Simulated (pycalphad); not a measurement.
An equivalent pycalphad script:

```python
from pycalphad import Database, equilibrium, calculate, variables as v
import numpy as np
db = Database('COST507.tdb')
comps = ['MG', 'SI', 'VA']
phases = ['DIAMOND_A4', 'HCP_A3', 'LIQUID', 'MG2SI']
eq = equilibrium(db, comps, phases, {v.X('SI'): 0.0365, v.T: np.arange(1650, 349, -40), v.P: 101325, v.N: 1}, output=['HM', 'SM'])
```

Computed with pycalphad from the COST 507 light-alloy database (1999), at 1 atm. No gas phase is included, though pure Mg would boil below 1377 °C. The data set is of 1999 and partly superseded. Phase fractions are per mole of atoms. Diffusion is slow at the low end, where real alloys seldom reach equilibrium.

Results at three of the temperatures:

```
T = 890.00 K, P = 101325 Pa, N = 1 mol of atoms
G = -40803 J/mol, H = 14071 J/mol, S = 61.66 J/(mol K)  (SER reference)
chemical potentials (J/mol): Mg -39272, Si -81221
phase             fraction      x(Mg)      x(Si)
HCP_A3              0.8906     1.0000   1.96e-05
MG2SI               0.1094     0.6667     0.3333
```

```
T = 770.00 K, P = 101325 Pa, N = 1 mol of atoms
G = -33664 J/mol, H = 10428 J/mol, S = 57.26 J/(mol K)  (SER reference)
chemical potentials (J/mol): Mg -31990, Si -77845
phase             fraction      x(Mg)      x(Si)
HCP_A3              0.8905     1.0000    1.9e-06
MG2SI               0.1095     0.6667     0.3333
```

```
T = 650.00 K, P = 101325 Pa, N = 1 mol of atoms
G = -27081 J/mol, H = 6953 J/mol, S = 52.36 J/(mol K)  (SER reference)
chemical potentials (J/mol): Mg -25274, Si -74775
phase             fraction      x(Mg)      x(Si)
HCP_A3              0.8905     1.0000   8.07e-08
MG2SI               0.1095     0.6667     0.3333
```

Changes of the phase set, refined by bisection:

| T (°C) | phases above | phases below |
|---|---|---|
| 747.6 | LIQUID | LIQUID + MG2SI |
| 638.8 | LIQUID + MG2SI | HCP_A3 + MG2SI |

Database names, with the compositions (at.%) that they take in these runs: MG2SI: Mg 67 Si 33. HCP_A3 is hcp.
